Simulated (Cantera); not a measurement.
What does this Cantera script print?

```python
import numpy as np
import cantera as ct

gas_names = """
    H HO2 H2 H2O H2O2 Mg MgH MgO MgOH MgO2H2 Mg2 O OH O2 O3 Si SiH SiH2 SiH3 SiH4 SiO SiO2 Si2 Si3
""".split()
cond_names = """
    H2O(s) H2O(L) Mg(cr) Mg(L) MgO(s) MgO(L) MgO2H2(s) MgSiO3(I) MgSiO3(II) MgSiO3(III) MgSiO3(L)
    Mg2SiO4(s) Mg2SiO4(L) Si(cr) Si(L) SiO2(Lqz) SiO2(hqz) SiO2(L)
""".split()


def load(file, names, dense=False):
    # The tables refer to 1 bar. Condensed volumes are neglected.
    table = {s.name: s for s in ct.Species.list_from_file(file)}
    out = []
    for n in names:
        d = dict(table[n].input_data)
        d["thermo"] = dict(d["thermo"], **{"reference-pressure": 1e5})
        if dense:
            d["equation-of-state"] = {"model": "constant-volume", "density": "1e6 g/cm^3"}
        out.append(ct.Species.from_dict(d))
    return out


gas = ct.Solution(thermo="ideal-gas", species=load("nasa_gas.yaml", gas_names))
cond = {s.name: ct.Solution(thermo="fixed-stoichiometry", species=[s], name=s.name)
        for s in load("nasa_condensed.yaml", cond_names, dense=True)}
atoms = {
    'SiO2': {'Si': 1, 'O': 2},
    'MgO': {'Mg': 1, 'O': 1},
    'H2': {'H': 2},
}
top_T = {}  # K; cautious upper limits of use, not melting points


def equilibrate(T, P, feed):
    n = {}
    for name, mol in feed.items():
        for a, k in atoms[name].items():
            n[a] = n.get(a, 0.0) + k * mol
    gas.TPX = T, P, n
    mass = sum(n.values()) * gas.mean_molecular_weight
    gas.equilibrate("TP")
    valid = [c for c in cond.values() if c.min_temp <= T <= top_T.get(c.name, c.max_temp)]
    mix = ct.Mixture([(gas, mass / gas.mean_molecular_weight)] + [(c, 0.0) for c in valid])
    mix.T, mix.P = T, P
    mix.equilibrate("TP", solver="vcs", rtol=1e-11, max_steps=5000)
    return mix


results = []
T = 773.15  # K
P = 86  # Pa
for m in [0.46, 0.58, 0.73, 0.93, 1.2, 1.5, 1.9, 2.4, 3, 3.8]:
    feed = {'SiO2': 1, 'MgO': m, 'H2': 0.16}  # mol
    mix = equilibrate(T, P, feed)
    results.append((T, P, feed, dict(zip(mix.species_names, mix.species_moles))))

top = {s: max(r[3][s] / sum(r[3][g] for g in gas_names) for r in results) for s in gas_names}
cols = sorted((s for s in top if top[s] > 0.0001), key=lambda s: -top[s])[:8]
seen = [c for c in cond_names if any(r[3].get(c, 0) > 1e-12 for r in results)]
print("log10 of partial pressures in bar; condensed amounts in mol")
print(f"{'n(MgO)':>10s}" + "".join(f"{s[:9]:>10s}" for s in cols + seen))
for T, P, feed, n in results:
    ng = sum(n[g] for g in gas_names)
    print(f"{feed['MgO']:10.4g}" + "".join(f"{np.log10(max(n[s] / ng * P / 1e5, 1e-99)):10.3f}" for s in cols)
          + "".join(f"{n.get(c, 0):10.4g}" for c in seen))
```

Result:

```
log10 of partial pressures in bar; condensed amounts in mol
    n(MgO)        H2    MgO(s) MgSiO3(I) Mg2SiO4(s SiO2(Lqz)
      0.46    -3.066         0      0.46         0      0.54
      0.58    -3.066         0      0.58         0      0.42
      0.73    -3.066         0      0.73         0      0.27
      0.93    -3.066         0      0.93         0      0.07
       1.2    -3.066         0       0.8       0.2         0
       1.5    -3.066         0       0.5       0.5         0
       1.9    -3.066         0       0.1       0.9         0
       2.4    -3.066       0.4         0         1         0
         3    -3.066         1         0         1         0
       3.8    -3.066       1.8         0         1         0
```

These are equilibrium values from Cantera (NASA tables, ideal gas, pure condensed phases), not measurements of a reactor. Condensed phases not in the tables: alloys, solid solutions and most ternary compounds.
